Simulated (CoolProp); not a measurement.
Vapour-liquid equilibrium of carbon dioxide (1) + R152A (2) at 233.3 K; x and y are mole fractions of (1).

Computed with CoolProp (multi-fluid Helmholtz-energy mixture model, Span 1996 and Outcalt 1996; pair parameters Bell 2016).

```tsv
x	bubble pressure (MPa)	y at the bubble point	dew pressure at overall composition x (MPa)	liquid density (mol/L)
0.05	0.09513	0.516	0.05002	16.12
0.15	0.1910	0.777	0.05572	16.80
0.25	0.2869	0.864	0.06286	17.53
0.35	0.3818	0.908	0.07207	18.31
0.45	0.4757	0.935	0.08442	19.16
0.55	0.5689	0.953	0.1018	20.08
0.65	0.6621	0.967	0.1282	21.08
0.75	0.7566	0.978	0.1730	22.16
0.85	0.8541	0.988	0.2651	23.35
0.95	0.9564	0.996	0.5499	24.66
```

No azeotrope shows between x = 0.05 and 0.95.

Pair parameters are fitted to limited data, so mixtures are less certain than the pure fluids.
